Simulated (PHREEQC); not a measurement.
NaOH is added in steps, without added water, to 1 kg of water holding 0.012 mol/kgw CuSO4, 0.014 mol/kgw NiCl2 and 7.7e-05 mol/kgw NaH2PO4, at 25 °C. O2 is buffered at 0.21 atm. CO2 from the air is kept out. The run lets Cu(OH)2, Brochantite, Antlerite, Atacamite, Cu3(PO4)2:3H2O, Ni(OH)2, Ni3(PO4)2, Ni4(OH)6SO4, Halite, Mirabilite, Chalcanthite, Morenosite precipitate or redissolve, and no other solid.

Base run: PHREEQC, ion-association model, wateq4f.dat. Each further column changes one thing. The table gives pH.

```tsv
NaOH added (mol)	base	Debye-Hückel limiting law	all activity coefficients set to 1	metal-ligand complexes left out	Davies equation for every ion
0	4.50	4.64	4.32	4.39	4.51
0.0084	4.74	4.87	4.56	4.63	4.75
0.0196	6.57	6.63	6.46	6.53	6.57
0.028	6.66	6.71	6.57	6.61	6.66
0.0364	6.80	6.84	6.73	6.74	6.80
0.0476	8.41	8.35	8.56	8.43	8.41
0.056	11.49	11.46	11.59	11.49	11.50
```

H3PO4, which wateq4f.dat lacks, is added to it with the constant of phreeqc.dat. The database has no phosphate complexes of Cu, Ni. The database's constant for dissolved Cu(OH)2 is higher than later reviews accept. The database's Ni(OH)2 is the aged solid; a fresh precipitate is more soluble.
